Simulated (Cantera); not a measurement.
A closed system holds: 1 mol SiHCl3, 42 mol NH3, 2.6 mol N2, at 0.110 bar.

Equilibrium computed with Cantera from the NASA thermochemical tables; the gas is ideal and each condensed phase is pure. Candidate condensed phases: NH4Cl, Si, Si3N4; 28 gas species. Rates play no part. All values below are at 1425 K.

Base state: H2 0.705, N2 0.261, HCl 0.0341, SiCl2 2.46e-5, H 1.73e-5 (mole fractions); condensed: Si3N4(s).

Q: What changes in the equilibrium state with this change: NH3 from 42 to 3.2 mol?

A: 
| species | before | after |
|---|---|---|
| H2 | 0.705 | 0.379 |
| N2 | 0.261 | 0.347 |
| HCl | 0.0341 | 0.267 |
| SiCl4 | 3.01e-7 | 0.00326 |
| SiCl3 | 1.37e-6 | 0.00139 |
| SiHCl3 | 4.87e-7 | 0.000362 |
| SiCl2 | 2.46e-5 | 0.00233 |
| H | 1.73e-5 | 1.27e-5 |
| Si3N4(s), mol | 0.333 | 0.308 |
The tables' values for SiCl3 are old estimates; treat these amounts as uncertain.

Q: What changes in the equilibrium state with this change: SiHCl3 replaced by SiH2Cl2?

A: 
| species | before | after |
|---|---|---|
| H2 | 0.705 | 0.716 |
| N2 | 0.261 | 0.261 |
| HCl | 0.0341 | 0.0227 |
| SiCl2 | 2.46e-5 | 1.08e-5 |
| H | 1.73e-5 | 1.74e-5 |
| Si3N4(s), mol | 0.333 | 0.333 |
